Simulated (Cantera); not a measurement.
Mixture: CH₄ : CO : O₂ : N₂ = 1 : 0.16 : 1.49 : 5.59 (molar parts), at 500000 Pa, adiabatic and at constant pressure. Ignition delay is the time to a rise of 400 K.

Detailed kinetics in Cantera: GRI-Mech 3.0 (53 species, 325 reactions).

Task: Predict: delay at 1025 K; delay at 1175 K; delay at 1325 K; delay at 1475 K; delay at 1625 K; apparent activation energy between 1475 and 1625 K.

Result: 
| Property | Result |
|---|---|
| delay at 1025 K | 0.216 s |
| delay at 1175 K | 20.8 ms |
| delay at 1325 K | 2.94 ms |
| delay at 1475 K | 0.537 ms |
| delay at 1625 K | 0.123 ms |
| apparent activation energy between 1475 and 1625 K | 200 kJ/mol |
